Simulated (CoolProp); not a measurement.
The numbers come from the reference Helmholtz-energy equation of state, Lemmon 2006 in CoolProp. It is a short technical equation, of lower accuracy than the large ones.

For isohexane, give the phase and the cv (kJ/(kg K)), Joule-Thomson coefficient (K/MPa) at 441.3 K and 101 kPa; 523.9 K and 101 kPa.


- 441.3 K and 101 kPa: gas; cv 2.22, Joule-Thomson coefficient 11.1
- 523.9 K and 101 kPa: gas; cv 2.55, Joule-Thomson coefficient 6.38
